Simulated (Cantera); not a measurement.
Feed: 1 mol Pb, 0.047 mol O2, a varied amount of N2, equilibrated at 1.33 mbar.

Cantera equilibrium calculation (NASA polynomials, part measured and part estimated; ideal gas, pure solids and liquids). Candidate condensed phases: Pb, PbO, PbO2, Pb3O4; 12 gas species. Each liquid is taken as pure. Mutual solubility and eutectic melting of coexisting phases are not modelled. Kinetics and transport are ignored.

Stable condensed phases, one row left out:

```
T in K \ n(N2) in mol
         0.67 0.93  1.3  1.8  2.5  3.4  4.7  6.5  9.1   13   17   24
   1525     A    A    A    A    A    A    A    A    A    A    A    A
   1475     A    A    A    A    A    A    A    A    A    A    A    A
   1425     A    A    A    A    A    A    A    A    A    A    A    A
   1375     A    A    A    A    A    A    A    A    A    A    A    A
   1325     A    A    A    A    A    A    A    A    A    A    A    A
   1275     A    A    A    A    A    A    A    A    A    A    A    A
   1175     B    B    B    C    A    A    A    A    A    A    A    A
   1125     B    B    B    B    B    B    B    C    C    A    A    A
   1075     B    B    B    B    B    B    B    B    B    B    C    C
   1025     B    B    B    B    B    B    B    B    B    B    B    B
    975     B    B    B    B    B    B    B    B    B    B    B    B
    925     B    B    B    B    B    B    B    B    B    B    B    B
```

A: gas only; B: Pb + PbO; C: PbO.

Question: Give the row for 1225 K.

Answer: 0.67: gas only; 0.93: gas only; 1.3: gas only; 1.8: gas only; 2.5: gas only; 3.4: gas only; 4.7: gas only; 6.5: gas only; 9.1: gas only; 13: gas only; 17: gas only; 24: gas only.
